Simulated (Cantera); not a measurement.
# Thermodynamics of abatement and gas-phase synthesis, feed HF + O2

Charge: 1 mol HF, 0.096 mol O2, at 1.00 bar.

Cantera equilibrium calculation (NASA polynomials, part measured and part estimated; ideal gas, pure solids and liquids). Candidate condensed phases: H2O; 22 gas species. The numbers say what is thermodynamically allowed, not how fast it happens.

| T (K) | log p HF | log p O2 | log p F | log p O | log p H2O |
|---|---|---|---|---|---|
| 1648 | -0.04 | -1.06 | -3.91 | -5.13 | -4.23 |
| 1748 | -0.04 | -1.06 | -3.62 | -4.66 | -3.95 |
| 1848 | -0.04 | -1.06 | -3.37 | -4.25 | -3.70 |
| 1948 | -0.04 | -1.06 | -3.13 | -3.88 | -3.48 |
| 2048 | -0.04 | -1.06 | -2.92 | -3.55 | -3.28 |
| 2148 | -0.04 | -1.06 | -2.73 | -3.25 | -3.11 |
| 2248 | -0.04 | -1.06 | -2.56 | -2.97 | -2.95 |
| 2348 | -0.04 | -1.07 | -2.39 | -2.72 | -2.81 |
log p: log10 of the partial pressure in bar; nothing condenses.

From 1648 K to 2348 K nothing is condensed.
